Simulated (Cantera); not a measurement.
# Adiabatic ignition

An adiabatic, constant-pressure homogeneous reactor starts with 13.4 % CH3OH, 18.2 % O2, 68.5 % N2, equivalence ratio 1.1, at 1400 K and 10.0 bar.

Detailed kinetics in Cantera: GRI-Mech 3.0 (53 species, 325 reactions). GRI-Mech 3.0 was tuned for natural gas; its chemistry of methanol as a main component is partial and can be far from experiment.

| t (s) | T (K) | x CH3OH | x O2 | x NO2 | x H2 | x HCN | x CH2CO | x C2H4 |
|---|---|---|---|---|---|---|---|---|
| 1.00e-6 | 1400 | 0.134 | 0.182 | <1e-12 | 2.87e-6 | <1e-12 | <1e-12 | 2.01e-11 |
| 2.93e-6 | 1400 | 0.133 | 0.182 | <1e-12 | 9.12e-6 | <1e-12 | <1e-12 | 1.88e-10 |
| 8.58e-6 | 1400 | 0.133 | 0.182 | <1e-12 | 3.12e-5 | <1e-12 | 5.89e-12 | 9.13e-10 |
| 2.51e-5 | 1400 | 0.133 | 0.181 | <1e-12 | 0.000159 | <1e-12 | 5.78e-11 | 2.54e-9 |
| 7.37e-5 | 1431 | 0.117 | 0.172 | 1.25e-12 | 0.00519 | <1e-12 | 5.27e-9 | 9.23e-9 |
| 0.000216 | 2847 | <1e-12 | 0.00965 | 1.25e-6 | 0.0180 | 4.42e-9 | <1e-12 | <1e-12 |
| 0.000632 | 2838 | <1e-12 | 0.00862 | 2.65e-6 | 0.0184 | 8.08e-9 | <1e-12 | <1e-12 |
| 0.00185 | 2837 | <1e-12 | 0.00846 | 2.85e-6 | 0.0185 | 8.67e-9 | <1e-12 | <1e-12 |
| 0.00543 | 2837 | <1e-12 | 0.00846 | 2.85e-6 | 0.0185 | 8.67e-9 | <1e-12 | <1e-12 |
| 0.0159 | 2837 | <1e-12 | 0.00846 | 2.85e-6 | 0.0185 | 8.67e-9 | <1e-12 | <1e-12 |
| 0.0466 | 2837 | <1e-12 | 0.00846 | 2.85e-6 | 0.0185 | 8.67e-9 | <1e-12 | <1e-12 |
| 0.137 | 2837 | <1e-12 | 0.00846 | 2.85e-6 | 0.0185 | 8.67e-9 | <1e-12 | <1e-12 |
| 0.400 | 2837 | <1e-12 | 0.00846 | 2.85e-6 | 0.0185 | 8.67e-9 | <1e-12 | <1e-12 |
x: mole fraction; the columns are a selection and need not sum to one.

```
Property                                                            Result
---------------------------------  ---------------------------------------
time of steepest temperature rise                                  87.7 µs
temperature at 0.400 s                                              2837 K
equilibrium temperature                                             2837 K
x(CH3OH) at 0.400 s                  <1e-12 (gas-phase equilibrium <1e-12)
x(O2) at 0.400 s                   0.00846 (gas-phase equilibrium 0.00846)
x(NO2) at 0.400 s                  2.85e-6 (gas-phase equilibrium 2.85e-6)
```
